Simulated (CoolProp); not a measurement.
Aqueous potassium acetate as a coolant, 14 % by mass, freezing at -6.9 °C, 1 atm.

Values from CoolProp's Melinder's fits for secondary coolants.

```
T (°C)  conductivity (W/(m K))  density (kg/m³)  Prandtl number  cp (kJ/(kg K))
------  ----------------------  ---------------  --------------  --------------
-4.1                     0.515             1077            20.6           3.663
3.1                      0.526             1075            15.8           3.672
10.2                     0.537             1073            12.5           3.681
17.3                     0.547             1071            10.2           3.690
24.4                     0.558             1069            8.49           3.698
31.6                     0.568             1066            7.17           3.706
38.7                     0.578             1064            6.15           3.713
```
